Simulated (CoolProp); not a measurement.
A Linde-Hampson liquefier for ethane: isothermal reversible compression at 320 K from 1 atm to 15 MPa, throttling to 1 atm, return gas leaving the recuperator 5 K below the feed. Each further row changes one setting.

The numbers come from the reference Helmholtz-energy equation of state, Bücker 2006 in CoolProp.

| case | liquid yield per pass | compression work (kJ/kg of gas) |
|---|---|---|
| as stated | 0.450 | 353 |
| high pressure 30 MPa | 0.460 | 390 |
| warm-end temperature 350 K | 0.351 | 414 |
| warm-end gap 10 K | 0.443 | 353 |
